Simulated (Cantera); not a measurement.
An isothermal plug-flow reactor at 500 K and 4.00 bar (inlet), inlet velocity 0.52 m/s, active area per volume 1700 1/m; feed H2 : O2 : N2 : H2O = 0.007 : 0.15 : 0.79 : 0.036 (molar parts).

Cantera simulation using Deutschmann's 1995 Pt surface mechanism with GRI-Mech 3.0 gas chemistry; the numbers are that mechanism's predictions, not measurements. Catalytic surfaces can have several steady states; this one follows from the mechanism file's or the stated starting coverage. Mass transfer to the wall is taken as infinitely fast.

One state of this run: x H2 = 0.000419; x O2 = 0.150; x H2O = 0.0435; θ free Pt = 0.00410; θ O* = 0.962; θ OH* = 0.0336. x: gas mole fraction; θ: surface coverage.

### Question
Which value of z (m) does it belong to?
(A) 0.036
(B) 0.0098
(C) 0.0026
(D) 0.0007

### Answer
C, 0.0026
